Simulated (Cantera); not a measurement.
Feed: 1 mol B2O3, 4.3 mol HCl, held at 30000 Pa.

Cantera equilibrium calculation (NASA polynomials, part measured and part estimated; ideal gas, pure solids and liquids). Candidate condensed phases: B, B2O3, B3O3H3, H2O; 33 gas species. The tables' values for BOCl are old estimates; treat these amounts as uncertain. Gases not in the tables: H3BO3, BHCl2. Equilibrium is a limit: real reactors are often held back by kinetics, nucleation or transport.

x: gas mole fraction; n: condensed amount in mol.

| T (°C) | x HCl | x HBO2 | x BOCl | x Cl | n B2O3(l) |
|---|---|---|---|---|---|
| 877 | 0.999 | 1.78e-5 | 1.97e-6 | (withheld) | 0.999 |
| 952 | 0.998 | 6.23e-5 | 9.37e-6 | (withheld) | 0.998 |
| 1027 | 0.998 | 0.000186 | 3.71e-5 | (withheld) | 0.997 |
| 1102 | 0.996 | 0.000487 | 0.000127 | (withheld) | 0.995 |
| 1177 | 0.994 | 0.00114 | 0.000382 | (withheld) | 0.992 |
| 1252 | 0.991 | 0.00242 | 0.00103 | (withheld) | 0.986 |
| 1327 | 0.984 | 0.00474 | 0.00253 | (withheld) | 0.975 |

Q: Complete the blanks.

A: 
- 877, x Cl: 2.19e-5
- 952, x Cl: 6.21e-5
- 1027, x Cl: 0.000153
- 1102, x Cl: 0.000339
- 1177, x Cl: 0.000681
- 1252, x Cl: 0.00127
- 1327, x Cl: 0.00221
